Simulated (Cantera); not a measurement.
## Low-pressure radical oxidation in H2/O2

An isothermal, constant-pressure homogeneous reactor starts with 13.0 % H₂, 87.0 % O₂, equivalence ratio 0.075, at 1375 K and 10.00 Torr.

Cantera simulation using the H2/O2 subset of GRI-Mech 3.0, which has no nitrogen chemistry; the numbers are that mechanism's predictions, not measurements. Radical loss at walls, strong at low pressure, is not modelled. The temperature is held fixed by assumption; the heat of reaction is taken as removed at once.

| t (s) | x H₂ | x O₂ | x H₂O | x HO₂ | x OH | x O | x H |
|---|---|---|---|---|---|---|---|
| 2.00e-5 | 0.130 | 0.870 | 3.89e-9 | 3.73e-8 | 1.04e-8 | 1.15e-8 | 2.97e-8 |
| 6.21e-5 | 0.130 | 0.870 | 8.58e-8 | 1.16e-7 | 7.51e-8 | 9.13e-8 | 1.10e-7 |
| 0.000193 | 0.130 | 0.870 | 3.72e-6 | 3.61e-7 | 1.64e-6 | 2.10e-6 | 1.98e-6 |
| 0.000599 | 0.109 | 0.855 | 0.0149 | 2.55e-6 | 0.00561 | 0.00780 | 0.00711 |
| 0.00186 | 0.00465 | 0.778 | 0.106 | 4.38e-6 | 0.0121 | 0.0703 | 0.0291 |
| 0.00578 | 0.00419 | 0.788 | 0.110 | 4.40e-6 | 0.0116 | 0.0617 | 0.0241 |
| 0.0179 | 0.00297 | 0.812 | 0.120 | 4.29e-6 | 0.00988 | 0.0414 | 0.0134 |
| 0.0557 | 0.00110 | 0.843 | 0.132 | 3.26e-6 | 0.00610 | 0.0144 | 0.00277 |
| 0.173 | 0.000174 | 0.857 | 0.138 | 1.22e-6 | 0.00245 | 0.00223 | 0.000170 |
| 0.537 | 2.26e-5 | 0.860 | 0.139 | 2.64e-7 | 0.000885 | 0.000289 | 7.92e-6 |
| 1.67 | 3.75e-6 | 0.860 | 0.139 | 7.85e-8 | 0.000361 | 4.80e-5 | 5.37e-7 |
| 5.18 | 8.73e-7 | 0.860 | 0.139 | 6.77e-8 | 0.000175 | 1.12e-5 | 6.06e-8 |
| 16.1 | 4.20e-7 | 0.860 | 0.139 | 8.34e-8 | 0.000121 | 5.39e-6 | 2.03e-8 |
| 50.0 | 4.01e-7 | 0.860 | 0.139 | 8.48e-8 | 0.000118 | 5.15e-6 | 1.89e-8 |
x: mole fraction; the columns are a selection and need not sum to one.

Equilibrium at this temperature and pressure: H₂ 4.01e-7, O₂ 0.860, H₂O 0.139, HO₂ 8.48e-8, OH 0.000118, O 5.15e-6, H 1.89e-8 (gas phase only).
